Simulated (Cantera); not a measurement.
A closed system holds: 1 mol BCl3, 12 mol H2, 9 mol N2, 0.92 mol H2O, at 0.000130 bar.

Method: chemical equilibrium by Gibbs-energy minimisation in Cantera with the NASA 1993 tables (ideal gas, pure condensed phases). Candidate condensed phases: B, BN, B2O3, B3O3H3, H2O, NH4Cl; 49 gas species. N2 is the only nitrogen source here; it is nearly inert below about 1500 K, so the nitride shown seldom forms there in practice. Mutual solubility and eutectic melting of coexisting phases are not modelled. The tables' values for BOCl, BCl, BCl2 are old estimates; treat these amounts as uncertain. Equilibrium is a limit: real reactors are often held back by kinetics, nucleation or transport.

x: gas mole fraction; n: condensed amount in mol.

```tsv
T (°C)	x H2	x N2	x H	x HCl	x Cl	x BO	x HBO	n BN(s)	n B2O3(l)
925	0.491	0.379	1.17e-5	0.129	2.66e-6	1.49e-7	0.000142	0.394	0.288
1025	0.488	0.377	[?]	0.128	[?]	[?]	[?]	0.398	[?]
1125	0.480	0.374	0.000287	0.125	6.16e-5	0.000115	0.00632	0.343	0
1225	0.476	0.375	[?]	0.122	[?]	[?]	[?]	[?]	0
1325	0.470	0.374	0.00320	0.119	0.000640	0.00281	0.0182	0.104	0
1425	0.465	0.373	0.00865	0.114	0.00165	0.00694	0.0186	0.00680	0
1525	0.456	0.369	0.0208	0.112	0.00391	0.0130	0.0160	0	0
1625	0.438	0.362	0.0454	0.106	0.00831	0.0199	0.0120	0	0
1725	0.408	0.352	0.0898	0.0965	0.0158	0.0253	0.00791	0	0
1825	0.358	0.335	0.161	0.0810	0.0269	0.0283	0.00473	0	0
1925	0.288	0.314	0.262	0.0610	0.0404	0.0289	0.00261	0	0
```

Complete the blanks.


- 1225, x H: 0.00104
- 1225, x Cl: 0.000214
- 1225, x BO: 0.000749
- 1225, x HBO: 0.0131
- 1225, n BN(s): 0.214
- 1025, x H: 6.56e-5
- 1025, x Cl: 1.45e-5
- 1025, x BO: 6.49e-6
- 1025, x HBO: 0.00133
- 1025, n B2O3(l): 0.208
